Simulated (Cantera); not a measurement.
A Cantera script and what it prints.

```python
import numpy as np
import cantera as ct

gas_names = """
    C CH CH2 CH3 CH2OH CH3O CH4 CH3OH CO CO2 COOH C2 C2H CHCO,ketyl C2H2,acetylene C2H2,vinylidene
    CH2CO,ketene C2H3,vinyl CH3CO,acetyl C2H4 C2H4O,ethylen CH3CHO,ethanal CH3COOH (HCOOH)2 C2H5 C2H6
    CH3OCH3 C2H5OH C2O C3 C3H3,propargyl C3H4,allene C3H4,propyne C3H4,cyclo- C3H5,allyl C3H6,propylene
    C3H6,cyclo- C3H6O C3H7,n-propyl C3H7,i-propyl C3H8 C3H8O,1propanol C3H8O,2propanol C3O2 C4 C4H2
    C4H4,1,3-cyclo- C4H6,butadiene C4H6,2-butyne C4H6,cyclo- C4H8,1-butene C4H8,cis2-buten
    C4H8,tr2-butene C4H8,isobutene C4H8,cyclo- (CH3COOH)2 C4H9,n-butyl C4H9,i-butyl C4H9,s-butyl
    C4H9,t-butyl C4H10,isobutane C4H10,n-butane C5 C5H6,1,3cyclo- C5H8,cyclo- C5H10,1-pentene
    C5H10,cyclo- C5H11,pentyl C5H11,t-pentyl C5H12,n-pentane C5H12,i-pentane CH3C(CH3)2CH3 C6H2
    C6H5,phenyl C6H5O,phenoxy C6H6 C6H5OH,phenol C6H10,cyclo- C6H12,1-hexene C6H12,cyclo- C6H13,n-hexyl
    C7H7,benzyl C7H8 C7H8O,cresol C7H14,1-heptene C7H15,n-heptyl C7H16,n-heptane C8H8,styrene
    C8H10,ethylbenz C8H16,1-octene C8H17,n-octyl C8H18,isooctane C8H18,n-octane C9H19,n-nonyl
    C10H8,naphthale C10H21,n-decyl C12H9,o-bipheny C12H10,bipheny H HCO HO2 H2 HCHO,formaldehy HCOOH H2O
    H2O2 O OH O2 O3
""".split()
cond_names = """
    C(gr) C6H6(L) C7H8(L) C8H18(L),n-octa H2O(s) H2O(L)
""".split()


def load(file, names, dense=False):
    # The tables refer to 1 bar. Condensed volumes are neglected.
    table = {s.name: s for s in ct.Species.list_from_file(file)}
    out = []
    for n in names:
        d = dict(table[n].input_data)
        d["thermo"] = dict(d["thermo"], **{"reference-pressure": 1e5})
        if dense:
            d["equation-of-state"] = {"model": "constant-volume", "density": "1e6 g/cm^3"}
        out.append(ct.Species.from_dict(d))
    return out


gas = ct.Solution(thermo="ideal-gas", species=load("nasa_gas.yaml", gas_names))
cond = {s.name: ct.Solution(thermo="fixed-stoichiometry", species=[s], name=s.name)
        for s in load("nasa_condensed.yaml", cond_names, dense=True)}
atoms = {
    'CO2': {'C': 1, 'O': 2},
    'H2O': {'H': 2, 'O': 1},
}
top_T = {'C(gr)': 4500}  # K; cautious upper limits of use, not melting points


def equilibrate(T, P, feed):
    n = {}
    for name, mol in feed.items():
        for a, k in atoms[name].items():
            n[a] = n.get(a, 0.0) + k * mol
    gas.TPX = T, P, n
    mass = sum(n.values()) * gas.mean_molecular_weight
    gas.equilibrate("TP")
    valid = [c for c in cond.values() if c.min_temp <= T <= top_T.get(c.name, c.max_temp)]
    mix = ct.Mixture([(gas, mass / gas.mean_molecular_weight)] + [(c, 0.0) for c in valid])
    mix.T, mix.P = T, P
    mix.equilibrate("TP", solver="vcs", rtol=1e-11, max_steps=5000)
    return mix


results = []
feed = {'CO2': 1, 'H2O': 6.7}  # mol
P = 23000  # Pa
for T in [2073, 2223, 2373, 2523, 2673, 2823, 2973, 3123, 3273, 3423]:
    mix = equilibrate(T, P, feed)
    results.append((T, P, feed, dict(zip(mix.species_names, mix.species_moles))))
    x = sorted(zip(gas.X, gas.species_names), reverse=True)
    print(f"T = {T:g} K  P = {P:g} Pa  gas = {mix.phase_moles(0):.4g} mol")
    print("   x: " + "  ".join(f"{s} {v:.3e}" for v, s in x if v > 1e-06))
    print("   condensed (mol): " + ("  ".join(f"{mix.phase(i).name} {mix.phase_moles(i):.4g}"
          for i in range(1, mix.n_phases) if mix.phase_moles(i) > 1e-12) or "none"))
```

Output:

```
T = 2073 K  P = 23000 Pa  gas = 7.781 mol
   x: H2O 8.480e-01  CO2 1.215e-01  H2 1.015e-02  O2 7.323e-03  CO 7.048e-03  OH 5.249e-03  H 5.526e-04  O 2.050e-04
   condensed (mol): none
T = 2223 K  P = 23000 Pa  gas = 7.868 mol
   x: H2O 8.257e-01  CO2 1.130e-01  H2 1.923e-02  CO 1.410e-02  O2 1.387e-02  OH 1.149e-02  H 1.852e-03  O 7.674e-04  HO2 1.658e-06
   condensed (mol): none
T = 2373 K  P = 23000 Pa  gas = 8.019 mol
   x: H2O 7.884e-01  CO2 1.001e-01  H2 3.333e-02  CO 2.466e-02  O2 2.353e-02  OH 2.234e-02  H 5.316e-03  O 2.398e-03  HO2 3.818e-06
   condensed (mol): none
T = 2523 K  P = 23000 Pa  gas = 8.267 mol
   x: H2O 7.309e-01  CO2 8.302e-02  H2 5.333e-02  OH 3.902e-02  CO 3.794e-02  O2 3.601e-02  H 1.338e-02  O 6.416e-03  HO2 7.594e-06
   condensed (mol): none
T = 2673 K  P = 23000 Pa  gas = 8.658 mol
   x: H2O 6.491e-01  H2 7.892e-02  CO2 6.382e-02  OH 6.157e-02  CO 5.167e-02  O2 4.991e-02  H 3.002e-02  O 1.499e-02  HO2 1.312e-05
   condensed (mol): none
T = 2823 K  P = 23000 Pa  gas = 9.255 mol
   x: H2O 5.424e-01  H2 1.074e-01  OH 8.780e-02  CO 6.284e-02  O2 6.277e-02  H 6.058e-02  CO2 4.521e-02  O 3.103e-02  HO2 1.969e-05
   condensed (mol): none
T = 2973 K  P = 23000 Pa  gas = 10.14 mol
   x: H2O 4.166e-01  H2 1.327e-01  OH 1.126e-01  H 1.103e-01  O2 7.158e-02  CO 6.911e-02  O 5.753e-02  CO2 2.951e-02  HO2 2.550e-05
   condensed (mol): none
T = 3123 K  P = 23000 Pa  gas = 11.4 mol
   x: H2O 2.860e-01  H 1.813e-01  H2 1.468e-01  OH 1.286e-01  O 9.600e-02  O2 7.351e-02  CO 6.991e-02  CO2 1.782e-02  HO2 2.807e-05
   condensed (mol): none
T = 3273 K  P = 23000 Pa  gas = 13.07 mol
   x: H 2.687e-01  H2O 1.708e-01  O 1.445e-01  H2 1.429e-01  OH 1.292e-01  O2 6.728e-02  CO 6.649e-02  CO2 1.004e-02  HO2 2.582e-05
   condensed (mol): none
T = 3423 K  P = 23000 Pa  gas = 15.03 mol
   x: H 3.595e-01  O 1.968e-01  H2 1.218e-01  OH 1.136e-01  H2O 8.731e-02  CO 6.114e-02  O2 5.452e-02  CO2 5.369e-03  HO2 1.964e-05
   condensed (mol): none
```

Method: chemical equilibrium by Gibbs-energy minimisation in Cantera with the NASA 1993 tables (ideal gas, pure condensed phases).
